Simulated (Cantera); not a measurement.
A closed system holds: 1 mol SiHCl3, 34 mol N2, 6.7 mol H2, equilibrated at 63.0 Torr.

Cantera equilibrium calculation (NASA polynomials, part measured and part estimated; ideal gas, pure solids and liquids). Candidate condensed phases: NH4Cl, Si, Si3N4; 28 gas species. The tables' values for SiCl, SiCl3, SiN are old estimates; treat these amounts as uncertain. The numbers say what is thermodynamically allowed, not how fast it happens. All values below are at 1650 °C.

Base state: N2 0.795, H2 0.151, HCl 0.0338, SiCl2 0.0179, H 0.00127, Cl 0.000212, SiCl 0.000201, Si 0.000183 (mole fractions); condensed: Si3N4(s).

Q: What changes in the equilibrium state with this change: SiHCl3 replaced by SiH4?

A: 
| species | before | after |
|---|---|---|
| N2 | 0.795 | 0.792 |
| H2 | 0.151 | 0.206 |
| H | 0.00127 | 0.00148 |
| HCl | 0.0338 | 0 |
| SiCl2 | 0.0179 | 0 |
| Si | 0.000183 | 0.000183 |
| Cl | 0.000212 | 0 |
| SiCl | 0.000201 | 0 |
| SiCl3 | 0.000137 | 0 |
| Si3N4(s), mol | 0.0705 | 0.330 |
The tables' values for SiN are old estimates; treat these amounts as uncertain. Gases not in the tables: Si2H6 and higher silanes.
